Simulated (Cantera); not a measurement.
An isothermal, constant-pressure homogeneous reactor starts with C2H6 : N2 = 1 : 10 (molar parts), at 1225 K and 1.01 bar. Integrator tolerance rtol = 1e-08.

Detailed kinetics in Cantera: GRI-Mech 3.0 (53 species, 325 reactions). GRI-Mech 3.0 stops at C3 and has no aromatics, soot or wall deposition, so with more carbon than oxygen in the feed, carbon stays in small species such as C2H2 where larger ones or solid carbon would form.

Question: What does this change do: N2 10 to 4.7 parts?

Answer: 
```json
[
 {"quantity": "x(C2H6) at 1.00 s", "before": "0.000379 (gas-phase equilibrium 6.26e-5)", "after": "0.00120 (gas-phase equilibrium 0.000200)"},
 {"quantity": "x(CH2) at 1.00 s", "before": "8.19e-12 (gas-phase equilibrium 1.07e-12)", "after": "1.29e-11 (gas-phase equilibrium 1.66e-12)"},
 {"quantity": "x(HCN) at 1.00 s", "before": "4.88e-11 (gas-phase equilibrium 0.0450)", "after": "1.95e-11 (gas-phase equilibrium 0.0556)"},
 {"quantity": "x(C2H4) at 1.00 s", "before": "0.0347 (gas-phase equilibrium 0.00919)", "after": "0.0708 (gas-phase equilibrium 0.0221)"},
 {"quantity": "x(CH3) at 1.00 s", "before": "2.28e-6 (gas-phase equilibrium 1.58e-6)", "after": "4.39e-6 (gas-phase equilibrium 2.83e-6)"},
 {"quantity": "x(H) at 1.00 s", "before": "6.79e-7 (gas-phase equilibrium 7.59e-8)", "after": "8.57e-7 (gas-phase equilibrium 8.75e-8)"}
]
```

Question: What does this change do: temperature 1225 to 1075 K?

Answer: 
| quantity | before | after |
|---|---|---|
| x(C2H6) at 1.00 s | 0.000379 (gas-phase equilibrium 6.26e-5) | 0.00855 (gas-phase equilibrium 0.000190) |
| x(CH2) at 1.00 s | 8.19e-12 (gas-phase equilibrium 1.07e-12) | <1e-12 (gas-phase equilibrium <1e-12) |
| x(HCN) at 1.00 s | 4.88e-11 (gas-phase equilibrium 0.0450) | <1e-12 (gas-phase equilibrium 0.0265) |
| x(C2H4) at 1.00 s | 0.0347 (gas-phase equilibrium 0.00919) | 0.0699 (gas-phase equilibrium 0.0156) |
| x(CH3) at 1.00 s | 2.28e-6 (gas-phase equilibrium 1.58e-6) | 2.62e-7 (gas-phase equilibrium 2.02e-7) |
| x(H) at 1.00 s | 6.79e-7 (gas-phase equilibrium 7.59e-8) | 1.11e-7 (gas-phase equilibrium 1.79e-9) |
